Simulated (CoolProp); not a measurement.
A simple Rankine cycle with vinyl chloride: condensing at 331.15 K, boiler at 2.03 MPa, turbine inlet 406.5 K, turbine efficiency 0.8, pump efficiency 0.6, no recuperator. Each further row changes one setting.

Computed with CoolProp (reference Helmholtz-energy equation of state, Thol 2022).

```tsv
case	thermal efficiency (%)	net work (kJ/kg)	heat in (kJ/kg)	turbine exit temperature (K)	volume ratio over the turbine
as stated	7.0	24.8	354	367.6	2.07
turbine inlet 426.5 K	7.1	27.0	379	388.2	2.06
condensing temperature 323.15 K	8.5	31.2	367	358.6	2.48
boiler pressure 1.42 MPa	3.9	14.3	365	386.9	1.46
turbine efficiency 0.7	6.1	21.5	354	370.7	2.09
```
